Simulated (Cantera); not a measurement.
A closed system holds: 1 mol SiO2, 4.4 mol CH4, 0.23 mol N2, held at 900 °C.

Cantera equilibrium calculation (NASA polynomials, part measured and part estimated; ideal gas, pure solids and liquids). Candidate condensed phases: C, C6H6, C7H8, C8H18, H2O, Si, SiC, SiO2, Si2N2O, Si3N4; 151 gas species. N2 is the only nitrogen source here; it is nearly inert below about 1500 K, so the nitride shown seldom forms there in practice. Mutual solubility and eutectic melting of coexisting phases are not modelled. The tables hold silica as quartz up to 1696 K and as liquid above; real silica turns to tridymite and cristobalite and melts near 1996 K. Rates play no part.

x: gas mole fraction; n: condensed amount in mol.

| P (Pa) | x H2 | x CO | x CH4 | x N2 | n C(graphite) | n SiC(s) | n Si2N2O(s) | n SiO2(β-quartz) |
|---|---|---|---|---|---|---|---|---|
| 10 | 0.832 | 0.168 | 1.34e-6 | 0.000476 | 2.08 | 0.549 | 0.225 | 0 |
| 52 | 0.928 | (withheld) | (withheld) | (withheld) | 3.71 | 0 | 0.229 | (withheld) |
| 270 | 0.933 | 0.0646 | 4.56e-5 | 0.00285 | 3.79 | 0 | 0.203 | 0.594 |
| 1400 | 0.951 | 0.0357 | 0.000246 | 0.0130 | 4.07 | 0 | 0.110 | 0.780 |
| 7200 | 0.964 | (withheld) | (withheld) | (withheld) | 4.26 | 0 | (withheld) | 0.915 |
| 37000 | 0.964 | 0.00493 | 0.00669 | 0.0239 | 4.30 | 0 | 0.0150 | 0.970 |
| 190000 | 0.940 | 0.00170 | 0.0326 | 0.0256 | 4.10 | 0 | 0.00526 | 0.989 |
| 1000000 | 0.835 | 0.000581 | 0.135 | 0.0285 | 3.32 | 0 | 0.00200 | 0.996 |

**Question.** What belongs in the gaps?

**Answer.** 
- 52, x CO: 0.0723
- 52, x CH4: 8.69e-6
- 52, x N2: 0.000149
- 52, n SiO2(β-quartz): 0.543
- 7200, x CO: 0.0140
- 7200, x CH4: 0.00130
- 7200, x N2: 0.0206
- 7200, n Si2N2O(s): 0.0425
